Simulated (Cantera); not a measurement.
Ignition delay

Mixture: CH₄ : C₂H₆ : O₂ : N₂ : H₂O = 1 : 0.075 : 5.26 : 19.8 : 1.2 (molar parts), at 16.8 atm, adiabatic and at constant volume. Ignition delay is the time to a rise of 400 K.

Detailed kinetics in Cantera: GRI-Mech 3.0 (53 species, 325 reactions). The pressure lies above the range GRI-Mech 3.0 was tuned for (to about 10 atm).

| T0 (K) | delay (ms) |
|---|---|
| 1200 | 0.929 |
| 1275 | 0.368 |
| 1350 | 0.162 |
| 1425 | 0.0777 |
| 1500 | 0.0399 |
| 1575 | 0.0216 |

| Quantity | Result |
|---|---|
| apparent activation energy between 1425 and 1575 K | 160 kJ/mol |
